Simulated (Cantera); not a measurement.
An adiabatic, constant-pressure homogeneous reactor starts with CH₄ : O₂ : N₂ = 1 : 3.12 : 11.8 (molar parts), at 975 K and 1500000 Pa. Integrator tolerance rtol = 1e-08.

Detailed kinetics in Cantera: GRI-Mech 3.0 (53 species, 325 reactions). The pressure lies above the range GRI-Mech 3.0 was tuned for (to about 10 atm). Below about 1000 K GRI-Mech 3.0 lacks low-temperature oxidation paths.

Q: What does this change do: initial temperature 975 to 1700 K?

A: 
```csv
quantity,before,after
time of steepest temperature rise,79.1 ms,22.4 µs
temperature at 2.00 s,2256 K,2775 K
equilibrium temperature,2256 K,2775 K
x(CH₄) at 2.00 s,<1e-12 (gas-phase equilibrium <1e-12),<1e-12 (gas-phase equilibrium <1e-12)
x(O₂) at 2.00 s,0.0660 (gas-phase equilibrium 0.0660),0.0610 (gas-phase equilibrium 0.0610)
x(HCO) at 2.00 s,4.92e-11 (gas-phase equilibrium 4.92e-11),1.09e-8 (gas-phase equilibrium 1.09e-8)
x(C₂H) at 2.00 s,<1e-12 (gas-phase equilibrium <1e-12),<1e-12 (gas-phase equilibrium <1e-12)
x(CH₂O) at 2.00 s,<1e-12 (gas-phase equilibrium <1e-12),1.12e-10 (gas-phase equilibrium 1.12e-10)
```

Q: What does this change do: pressure from 1500000 Pa to 180000 Pa?

A: 
```
quantity                                                              before                                      after
---------------------------------  -----------------------------------------  -----------------------------------------
time of steepest temperature rise                                    79.1 ms                                    0.733 s
temperature at 2.00 s                                                 2256 K                                     2239 K
equilibrium temperature                                               2256 K                                     2239 K
x(CH₄) at 2.00 s                       <1e-12 (gas-phase equilibrium <1e-12)      <1e-12 (gas-phase equilibrium <1e-12)
x(O₂) at 2.00 s                        0.0660 (gas-phase equilibrium 0.0660)      0.0660 (gas-phase equilibrium 0.0660)
x(HCO) at 2.00 s                   4.92e-11 (gas-phase equilibrium 4.92e-11)  6.56e-11 (gas-phase equilibrium 6.56e-11)
x(C₂H) at 2.00 s                       <1e-12 (gas-phase equilibrium <1e-12)      <1e-12 (gas-phase equilibrium <1e-12)
x(CH₂O) at 2.00 s                      <1e-12 (gas-phase equilibrium <1e-12)      <1e-12 (gas-phase equilibrium <1e-12)
```
